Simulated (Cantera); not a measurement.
## Metals in furnace atmospheres: Fe + H₂O + CO

Input: 1 mol Fe, 1.1 mol H₂O, 12 mol CO.

Equilibrium computed with Cantera from the NASA thermochemical tables; the gas is ideal and each condensed phase is pure. Candidate condensed phases: C, C₆H₆, C₇H₈, C₈H₁₈, Fe, Fe(CO)₅, FeO, Fe(OH)₂, Fe(OH)₃, Fe₂O₃, Fe₃O₄, H₂O; 114 gas species. The tables' stoichiometric FeO is somewhat more stable than real wüstite, so its field is too wide. FeO: taken at fixed stoichiometry. Condensed phases not in the tables: cementite and carbon dissolved in iron. Equilibrium is a limit: real reactors are often held back by kinetics, nucleation or transport.

Task: Map the stable condensed phases over T = 1100, 1150, 1200, 1250, 1300, 1350, 1400, 1450, 1500, 1550, 1600, 1650, 1700 K and P in Pa = 10, 48, 230, 1100, 5500, 26000, 130000, 620000, 3000000.

Result: 
```
T in K \ P in Pa
              10      48     230    1100    5500   26000  130000  620000 3000000
   1700        A       A       A       A       A       A       A       A       A
   1650        A       A       A       A       A       A       A       A       A
   1600        A       A       A       A       A       A       A       A       A
   1550        A       A       A       A       A       A       A       A       A
   1500        A       A       A       A       A       A       A       A       A
   1450        A       A       A       A       A       A       A       A       A
   1400        A       A       A       A       A       A       A       A       A
   1350        A       A       A       A       A       A       A       A       A
   1300        A       A       A       A       A       A       A       A       B
   1250        A       A       A       A       A       A       A       A       C
   1200        A       A       A       A       A       A       A       B       C
   1150        A       A       A       A       A       A       A       B       C
   1100        A       A       A       A       A       A       B       C       C
```
A: Fe; B: C + Fe; C: C + FeO.
